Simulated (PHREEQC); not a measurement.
Solution (35 °C): 0.063 mol ZnSO4 per kg of water. Closed to the air; pH follows from the charge balance.

Computed with PHREEQC (ion-association model, phreeqc.dat).

- pH: 5.46
- ionic strength: 0.131 mol/kgw
- density: 1.004 g/cm³

| species | molality | activity | log γ |
|---|---|---|---|
| Zn+2 | 0.0328 | 0.0111 | -0.471 |
| SO4-2 | 0.0275 | 0.00919 | -0.476 |
| ZnSO4 | 0.0250 | 0.0257 | 0.013 |
| Zn(SO4)2-2 | 0.00527 | 0.00178 | -0.470 |
| ZnOH+ | 9.45e-6 | 7.21e-6 | -0.118 |
| HSO4- | 5.15e-6 | 3.93e-6 | -0.118 |
| H+ | 4.32e-6 | 3.51e-6 | -0.091 |
| Zn(OH)2 | 1.10e-8 | 1.13e-8 | 0.013 |
| OH- | 8.07e-9 | 5.95e-9 | -0.133 |

This is a speciation only: nothing precipitates in the calculation. Complexes and solids missing from the database can't appear.
